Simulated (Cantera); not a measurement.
Input (Python, Cantera):

```python
import numpy as np
import cantera as ct

gas = ct.Solution("gri30.yaml")
gas.TPX = 2100, 101325, {'NO': 1, 'N2': 2.6}
inlet = ct.Reservoir(gas, clone=True)

reactor = ct.IdealGasConstPressureReactor(gas, energy="off", clone=False)
exhaust = ct.Reservoir(gas, clone=True)
tau = [0.31, 0.13, 0.057, 0.024, 0.01, 0.0045, 0.0019][0]
for a, b in ((inlet, reactor), (reactor, exhaust)):
    ct.MassFlowController(a, b, mdot=lambda t: reactor.mass / tau)
net = ct.ReactorNet([reactor])
show = ['NO', 'O2', 'N2O', 'NO2', 'O', 'N2']

rows = []
print(f"{'tau/s':>10s}{'T/K':>9s}" + "".join(f"{s:>11s}" for s in show))
for tau in [0.31, 0.13, 0.057, 0.024, 0.01, 0.0045, 0.0019]:
    net.initial_time = 0.0
    net.advance(30 * tau)
    before = gas.X
    net.advance(40 * tau)
    drift = np.max(np.abs(gas.X - before) / (gas.X + 1e-9))
    rows.append([gas.T, *gas[show].X, drift])
    print(f"{tau:10.3e}{gas.T:9.1f}" + "".join(f"{x:11.3e}" for x in gas[show].X))
```

Output:

```
     tau/s      T/K         NO         O2        N2O        NO2          O         N2
 3.100e-01   2100.0  1.618e-01  5.765e-02  1.267e-05  1.279e-04  3.450e-04  7.800e-01
 1.300e-01   2100.0  2.153e-01  3.098e-02  2.257e-05  1.289e-04  2.642e-04  7.533e-01
 5.700e-02   2100.0  2.481e-01  1.460e-02  3.031e-05  1.100e-04  1.984e-04  7.369e-01
 2.400e-02   2100.0  2.652e-01  6.098e-03  3.481e-05  8.915e-05  1.528e-04  7.284e-01
 1.000e-02   2100.0  2.726e-01  2.435e-03  3.655e-05  7.507e-05  1.268e-04  7.247e-01
 4.500e-03   2100.0  2.755e-01  1.020e-03  3.652e-05  6.665e-05  1.123e-04  7.233e-01
 1.900e-03   2100.0  2.768e-01  3.675e-04  3.483e-05  5.807e-05  9.800e-05  7.226e-01
```

Cantera simulation using GRI-Mech 3.0 (53 species, 325 reactions); the numbers are that mechanism's predictions, not measurements.
